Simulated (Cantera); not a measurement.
Nitride etching: Si₃N₄ + HCl + H₂ + Cl₂

A closed system holds: 1 mol Si₃N₄, 17 mol HCl, 4.4 mol H₂, 0.048 mol Cl₂, held at 5.00 Pa.

These are equilibrium values from Cantera (NASA tables, ideal gas, pure condensed phases), not measurements of a reactor. Candidate condensed phases: NH₄Cl, Si, Si₃N₄; 28 gas species. The tables' values for SiCl₃, SiCl are old estimates; treat these amounts as uncertain. Equilibrium is a limit: real reactors are often held back by kinetics, nucleation or transport.

```csv
T (K),x HCl,x H₂,x SiCl₂,x N₂,x Cl,x H
1475,0.470,0.315,0.126,0.0853,0.00124,0.00103
1500,0.469,0.314,0.126,0.0852,0.00168,0.00140
1525,0.469,0.314,0.126,0.0852,0.00224,0.00188
1550,0.468,0.314,0.126,0.0851,0.00297,0.00249
1575,0.467,0.313,0.126,0.0850,0.00389,0.00329
1600,0.465,0.313,0.126,0.0849,0.00506,0.00430
1625,0.464,0.312,0.126,0.0848,0.00652,0.00558
1650,0.461,0.312,0.126,0.0846,0.00832,0.00717
1675,0.459,0.311,0.125,0.0844,0.0105,0.00915
1700,0.455,0.310,0.124,0.0842,0.0133,0.0116
1725,0.451,0.308,0.123,0.0839,0.0165,0.0146
```
x: gas mole fraction; nothing condenses.

From 1475 K to 1725 K nothing is condensed. The main Si-bearing gas is SiCl₂ throughout.
